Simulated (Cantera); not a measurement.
Input (Python, Cantera) and output of one run.

```python
import numpy as np
import cantera as ct

gas_names = """
    H HNO HNO2 HNO3 HO2 H2 H2O H2O2 N NH NH2 NH3 NH2OH NO NO2 NO3 N2 N2H2 N2H4 N2O O OH O2 O3 Si SiH
    SiH2 SiH3 SiH4 SiN SiO SiO2 Si2 Si2N Si3
""".split()
cond_names = """
    H2O(s) H2O(L) Si(cr) Si(L) SiO2(Lqz) SiO2(hqz) SiO2(L) Si2N2O(s) Si3N4(a)
""".split()


# ... load() reads the species with a 1 bar reference pressure and builds the phases ...
atoms = {
    'Si2H6': {'Si': 2, 'H': 6},
    'N2O': {'N': 2, 'O': 1},
    'N2': {'N': 2},
    'NO': {'N': 1, 'O': 1},
}
top_T = {'Si2N2O(s)': 2100, 'Si3N4(a)': 2400}  # K; cautious upper limits of use, not melting points


# ... equilibrate(T, P, feed) seeds the gas with the atoms and calls Mixture.equilibrate('TP', solver="vcs", rtol=1e-11, max_steps=5000) ...
results = []
feed = {'Si2H6': 1, 'N2O': 0.98, 'N2': 15, 'NO': 22}  # mol
P = 1333.22  # Pa
for T in [773, 823, 873, 923, 973, 1023, 1073, 1123, 1173, 1223, 1273, 1323, 1373]:
    mix = equilibrate(T, P, feed)
    results.append((T, P, feed, dict(zip(mix.species_names, mix.species_moles))))

top = {s: max(r[3][s] / sum(r[3][g] for g in gas_names) for r in results) for s in gas_names}
cols = sorted((s for s in top if top[s] > 1e-05), key=lambda s: -top[s])[:5]
seen = [c for c in cond_names if any(r[3].get(c, 0) > 1e-12 for r in results)]
print("log10 of partial pressures in bar; condensed amounts in mol")
print(f"{'T/K':>10s}" + "".join(f"{s[:9]:>10s}" for s in cols + seen))
for T, P, feed, n in results:
    ng = sum(n[g] for g in gas_names)
    print(f"{T:10.4g}" + "".join(f"{np.log10(max(n[s] / ng * P / 1e5, 1e-99)):10.3f}" for s in cols)
          + "".join(f"{n.get(c, 0):10.4g}" for c in seen))
```

Result:

```
log10 of partial pressures in bar; condensed amounts in mol
       T/K        N2        O2       H2O        NO        OH SiO2(Lqz) SiO2(hqz)
       773    -2.023    -2.552    -2.977    -7.804   -10.886         2         0
       823    -2.023    -2.552    -2.977    -7.429   -10.221         2         0
       873    -2.023    -2.552    -2.977    -7.096    -9.631         0         2
       923    -2.024    -2.552    -2.977    -6.800    -9.105         0         2
       973    -2.024    -2.552    -2.977    -6.534    -8.632         0         2
      1023    -2.024    -2.552    -2.977    -6.294    -8.206         0         2
      1073    -2.024    -2.552    -2.977    -6.077    -7.819         0         2
      1123    -2.024    -2.552    -2.977    -5.879    -7.467         0         2
      1173    -2.024    -2.552    -2.977    -5.698    -7.144         0         2
      1223    -2.024    -2.552    -2.977    -5.531    -6.848         0         2
      1273    -2.024    -2.552    -2.977    -5.378    -6.575         0         2
      1323    -2.024    -2.552    -2.978    -5.236    -6.323         0         2
      1373    -2.024    -2.553    -2.978    -5.105    -6.089         0         2
```

Method: chemical equilibrium by Gibbs-energy minimisation in Cantera with the NASA 1993 tables (ideal gas, pure condensed phases). The feed counts by its element totals alone. The tables hold silica as quartz up to 1696 K and as liquid above; real silica turns to tridymite and cristobalite and melts near 1996 K.
